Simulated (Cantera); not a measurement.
Charge: 1 mol Pb, 9.7 mol H2, held at 1025 °C and 690 Pa.

These are equilibrium values from Cantera (NASA tables, ideal gas, pure condensed phases), not measurements of a reactor. Candidate condensed phases: Pb; 4 gas species. The numbers say what is thermodynamically allowed, not how fast it happens.

Base state: H2 0.907, Pb 0.0935, H 1.23e-5 (mole fractions); condensed: gas only.

Q: What changes in the equilibrium state with this change: temperature from 1025 °C to 875 °C?

A: 
```tsv
species	before	after
H2	0.907	0.959
Pb	0.0935	0.0406
H	1.23e-5	8.45e-7
Pb(l), mol	0	0.589
```
